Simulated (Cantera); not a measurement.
A closed system holds: 1 mol B₂O₃, 0.059 mol H₂O, 36 mol N₂, equilibrated at 800 K and 0.630 bar.

These are equilibrium values from Cantera (NASA tables, ideal gas, pure condensed phases), not measurements of a reactor. Candidate condensed phases: B, BN, B₂O₃, B₃O₃H₃, H₂O; 39 gas species. Gases not in the tables: H₃BO₃. Rates play no part.

Base state: N₂ 0.998, H₂O 0.00163 (mole fractions); condensed: B₂O₃(l).

**Question.** What changes in the equilibrium state with this change: temperature from 800 K to 2423.15 K?

**Answer.** 
```tsv
species	before	after
N₂	0.998	0.969
B₂O₃	<1e-9	0.0238
HBO₂	6.65e-9	0.00267
BO	<1e-9	0.00169
BO₂	<1e-9	0.00168
B₂O₃(l), mol	1.000	0
```
